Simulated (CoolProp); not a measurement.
o-xylene along the isotherm 620 K: fugacity coefficient from the reference equation and from simpler models built on Tc = 630.3 K, pc = 3.737 MPa, ω = 0.312; each cubic takes its own stable root.

Model: reference Helmholtz-energy equation of state, Zhou 2012, in CoolProp.

```tsv
p (MPa)	phase	reference	van der Waals	Redlich-Kwong	Soave-Redlich-Kwong
2.67	gas	0.7292	0.7793	0.7522	0.7496
5.34	liquid	0.4478	0.5220	0.4829	0.4760
8.01	liquid	0.3314	0.4072	0.3653	0.3596
10.7	liquid	0.2741	0.3532	0.3074	0.3024
13.3	liquid	0.2420	0.3255	0.2753	0.2706
16	liquid	0.2210	0.3102	0.2547	0.2503
18.7	liquid	0.2073	0.3033	0.2417	0.2374
21.4	liquid	0.1983	0.3019	0.2337	0.2294
24	liquid	0.1927	0.3045	0.2292	0.2249
26.7	liquid	0.1891	0.3105	0.2269	0.2227
29.4	liquid	0.1873	0.3193	0.2267	0.2224
32	liquid	0.1869	0.3301	0.2280	0.2236
34.7	liquid	0.1876	0.3438	0.2306	0.2261
37.4	liquid	0.1893	0.3597	0.2344	0.2298
```
